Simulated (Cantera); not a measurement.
A closed system holds: 1 mol C, 1.3 mol NH3, 22 mol H2, 1.3 mol CO2, held at 0.0100 bar.

Cantera equilibrium calculation (NASA polynomials, part measured and part estimated; ideal gas, pure solids and liquids). Candidate condensed phases: C, C6H6, C7H8, C8H18, H2O; 136 gas species. The numbers say what is thermodynamically allowed, not how fast it happens. All values below are at 1575 °C.

Base state: H2 0.875, CO 0.0850, N2 0.0241, H2O 0.0109, H 0.00496, CO2 0.000263 (mole fractions); condensed: gas only.

Question: What changes in the equilibrium state with this change: NH3 from 1.3 to 0.89 mol?

Answer: 
```
species    before     after
-------  --------  --------
H2          0.875     0.879
CO         0.0850    0.0877
N2         0.0241    0.0170
H2O        0.0109    0.0112
CO2      0.000263  0.000279
H         0.00496   0.00497
```
